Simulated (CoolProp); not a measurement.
Tetrahydrofuran at several states: Z from the reference equation and from simpler models built on Tc = 267.0 °C, pc = 5304 kPa, ω = 0.234; each cubic takes its own stable root.

Model: reference Helmholtz-energy equation of state, Fiedler 2023, in CoolProp.

| T (°C) | p (kPa) | phase | reference | van der Waals | Redlich-Kwong | Soave-Redlich-Kwong | Peng-Robinson |
|---|---|---|---|---|---|---|---|
| 139.95 | 6970 | liquid | 0.1934 | 0.3032 | 0.2157 | 0.2086 | 0.1846 |
| -30.65 | 2890 | liquid | 0.1095 | 0.1790 | 0.1207 | 0.1191 | 0.1061 |
| 194.25 | 105 | gas | 0.9893 | 0.9916 | 0.9898 | 0.9892 | 0.9884 |
| -31.25 | 33.7 | liquid | 0.001282 | 0.9883 | 0.001414 | 0.001395 | 0.001242 |
| -48.75 | 11.2 | liquid | 0.0004505 | 0.9955 | 0.0004980 | 0.0004925 | 0.0004389 |
| 91.35 | 16.7 | gas | 0.9964 | 0.9977 | 0.9968 | 0.9965 | 0.9963 |

At some of these states van der Waals gives the other phase, because its saturation line lies elsewhere.
